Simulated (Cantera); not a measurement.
Charge: 1 mol CCl4, 0.5 mol CH4, 0.96 mol H2, at 7.30 mbar.

Equilibrium computed with Cantera from the NASA thermochemical tables; the gas is ideal and each condensed phase is pure. Candidate condensed phases: C, C6H6, C7H8, C8H18; 91 gas species. Equilibrium is a limit: real reactors are often held back by kinetics, nucleation or transport. All values below are at 1902 °C.

Base state: HCl 0.791, Cl 0.141, H2 0.0545, H 0.0133, C2H2 (acetylene) 0.000122, Cl2 7.79e-5, C2HCl 1.10e-5 (mole fractions); condensed: C(graphite).

**Question.** What changes in the equilibrium state with this change: pressure from 7.30 mbar to 68.0 Pa?

**Answer.** 
| species | before | after |
|---|---|---|
| HCl | 0.791 | 0.587 |
| Cl | 0.141 | 0.262 |
| H2 | 0.0545 | 0.0937 |
| H | 0.0133 | 0.0573 |
| Cl2 | 7.79e-5 | 2.50e-5 |
| C2H2 (acetylene) | 0.000122 | 0.000209 |
| C2HCl | 1.10e-5 | 8.19e-6 |
| C(graphite), mol | 1.50 | 1.50 |

**Question.** What changes in the equilibrium state with this change: pressure from 7.30 mbar to 1.33 mbar?

**Answer.** 
```
species             before     after
----------------  --------  --------
HCl                  0.791     0.656
Cl                   0.141     0.222
H2                  0.0545    0.0829
H                   0.0133    0.0385
Cl2                7.79e-5   3.53e-5
C2H2 (acetylene)  0.000122  0.000185
C2HCl              1.10e-5   9.15e-6
C(graphite), mol      1.50      1.50
```
